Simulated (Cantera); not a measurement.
Feed: 1 mol SiCl4, 0.16 mol HCl, 680 mol H2, at 2523.15 K and 0.0240 bar.

These are equilibrium values from Cantera (NASA tables, ideal gas, pure condensed phases), not measurements of a reactor. Candidate condensed phases: Si; 19 gas species. Equilibrium is a limit: real reactors are often held back by kinetics, nucleation or transport.

What is the equilibrium state?


```json
{
  "x(H2)": "0.830",
  "x(H)": "0.164",
  "x(HCl)": "0.00490",
  "x(Si)": "0.00129",
  "x(Cl)": "0.000682",
  "x(SiH)": "4.64e-5",
  "x(SiH2)": "5.05e-6",
  "x(SiCl)": "4.30e-6",
  "gas_amount": "744.2 mol",
  "log10 activity of Si(l) (absent)": "-2.26"
}
```
